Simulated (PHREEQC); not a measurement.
2.8 g of hydrous ferric oxide (600 m²/g; 0.2 weak and 0.005 strong sites per Fe, Dzombak-Morel constants, diffuse double layer) in 1 kg of water with 0.3 mol/kgw of an inert sodium salt, at 25 °C; the pH is set by adding NaOH or the inert anion's acid. Oxygen alone is held at its pressure in air (log pO2 = -0.68). CO2 from the air is kept out. Precipitation was switched off in this run.

The numbers come from PHREEQC with the ion-association model, wateq4f.dat.

| pH | surface charge σ (C/m²) | surface potential ψ (mV) |
|---|---|---|
| 3 | 0.368 | 125 |
| 3.5 | 0.363 | 125 |
| 4 | 0.349 | 123 |
| 4.5 | 0.319 | 118 |
| 5 | 0.269 | 110 |
| 5.5 | 0.211 | 98 |
| 6 | 0.154 | 83 |
| 6.5 | 0.106 | 65 |
| 7 | 0.066 | 46 |
| 7.5 | 0.034 | 26 |
| 8 | 0.006 | 5 |
| 8.5 | -0.021 | -17 |
| 9 | -0.051 | -38 |

Complexes and solids missing from the database can't appear. The oxide is taken as insoluble; below pH 4 it would dissolve.
